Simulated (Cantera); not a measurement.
# Catalytic combustion on Pt

An isothermal plug-flow reactor at 825 K and 0.520 bar (inlet), inlet velocity 0.068 m/s, active area per volume 1300 1/m; feed CH₄ : O₂ : N₂ = 0.003 : 0.039 : 0.79 (molar parts).

Computed with Cantera and Deutschmann's 1995 Pt surface mechanism with GRI-Mech 3.0 gas chemistry. Catalytic surfaces can have several steady states; this one follows from the mechanism file's or the stated starting coverage. Mass transfer to the wall is taken as infinitely fast.

```csv
z (m),x CH₄,x O₂,x H₂O,x CO₂,x CO,θ free Pt,θ O*,θ OH*
0.00037,0.00339,0.0464,0.000437,0.000218,6.85e-7,0.0842,0.915,0.000397
0.00071,0.00320,0.0461,0.000817,0.000408,6.47e-7,0.0844,0.915,0.000540
0.0014,0.00284,0.0453,0.00153,0.000763,5.76e-7,0.0847,0.915,0.000738
0.0026,0.00231,0.0443,0.00259,0.00130,4.70e-7,0.0853,0.914,0.000963
0.0051,0.00149,0.0426,0.00424,0.00212,3.03e-7,0.0861,0.913,0.00124
0.0099,0.000623,0.0409,0.00596,0.00298,1.28e-7,0.0871,0.911,0.00147
0.019,0.000116,0.0399,0.00698,0.00349,2.39e-8,0.0877,0.911,0.00160
0.037,4.05e-6,0.0397,0.00720,0.00360,8.42e-10,0.0878,0.911,0.00162
```
x: gas mole fraction; θ: surface coverage.
